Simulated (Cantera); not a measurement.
Input (Python, Cantera) and output of one run.

```python
import numpy as np
import cantera as ct

gas_names = """
    Br Br2 H HBr HNO HNO2 HNO3 HO2 H2 H2O H2O2 N NH NH2 NH3 NH2OH NO NO2 NO3 N2 N2H2 N2H4 N2O O OH O2 O3
""".split()
cond_names = """
    Br2(cr) Br2(L) H2O(s) H2O(L)
""".split()


def load(file, names, dense=False):
    # The tables refer to 1 bar. Condensed volumes are neglected.
    table = {s.name: s for s in ct.Species.list_from_file(file)}
    out = []
    for n in names:
        d = dict(table[n].input_data)
        d["thermo"] = dict(d["thermo"], **{"reference-pressure": 1e5})
        if dense:
            d["equation-of-state"] = {"model": "constant-volume", "density": "1e6 g/cm^3"}
        out.append(ct.Species.from_dict(d))
    return out


gas = ct.Solution(thermo="ideal-gas", species=load("nasa_gas.yaml", gas_names))
cond = {s.name: ct.Solution(thermo="fixed-stoichiometry", species=[s], name=s.name)
        for s in load("nasa_condensed.yaml", cond_names, dense=True)}
atoms = {
    'HBr': {'H': 1, 'Br': 1},
    'H2O': {'H': 2, 'O': 1},
    'N2': {'N': 2},
}
top_T = {}  # K; cautious upper limits of use, not melting points


def equilibrate(T, P, feed):
    n = {}
    for name, mol in feed.items():
        for a, k in atoms[name].items():
            n[a] = n.get(a, 0.0) + k * mol
    gas.TPX = T, P, n
    mass = sum(n.values()) * gas.mean_molecular_weight
    gas.equilibrate("TP")
    valid = [c for c in cond.values() if c.min_temp <= T <= top_T.get(c.name, c.max_temp)]
    mix = ct.Mixture([(gas, mass / gas.mean_molecular_weight)] + [(c, 0.0) for c in valid])
    mix.T, mix.P = T, P
    mix.equilibrate("TP", solver="vcs", rtol=1e-11, max_steps=5000)
    return mix


results = []
feed = {'HBr': 1, 'H2O': 0.12, 'N2': 0.22}  # mol
P = 12000  # Pa
for T in [775, 825, 875, 925, 975, 1025, 1075, 1125, 1175]:
    mix = equilibrate(T, P, feed)
    results.append((T, P, feed, dict(zip(mix.species_names, mix.species_moles))))

top = {s: max(r[3][s] / sum(r[3][g] for g in gas_names) for r in results) for s in gas_names}
cols = sorted((s for s in top if top[s] > 0.001), key=lambda s: -top[s])[:8]
seen = [c for c in cond_names if any(r[3].get(c, 0) > 1e-12 for r in results)]
print("log10 of partial pressures in bar; condensed amounts in mol")
print(f"{'T/K':>10s}" + "".join(f"{s[:9]:>10s}" for s in cols + seen))
for T, P, feed, n in results:
    ng = sum(n[g] for g in gas_names)
    print(f"{T:10.4g}" + "".join(f"{np.log10(max(n[s] / ng * P / 1e5, 1e-99)):10.3f}" for s in cols)
          + "".join(f"{n.get(c, 0):10.4g}" for c in seen))
```

Result:

```
log10 of partial pressures in bar; condensed amounts in mol
       T/K       HBr        N2       H2O        Br        H2
       775    -1.048    -1.706    -1.969    -6.245    -5.030
       825    -1.048    -1.706    -1.969    -5.741    -4.805
       875    -1.048    -1.706    -1.969    -5.295    -4.600
       925    -1.048    -1.706    -1.969    -4.901    -4.412
       975    -1.049    -1.706    -1.969    -4.550    -4.234
      1025    -1.049    -1.706    -1.969    -4.238    -4.064
      1075    -1.049    -1.706    -1.969    -3.959    -3.901
      1125    -1.050    -1.706    -1.969    -3.710    -3.742
      1175    -1.051    -1.706    -1.969    -3.487    -3.587
```

Method: chemical equilibrium by Gibbs-energy minimisation in Cantera with the NASA 1993 tables (ideal gas, pure condensed phases).
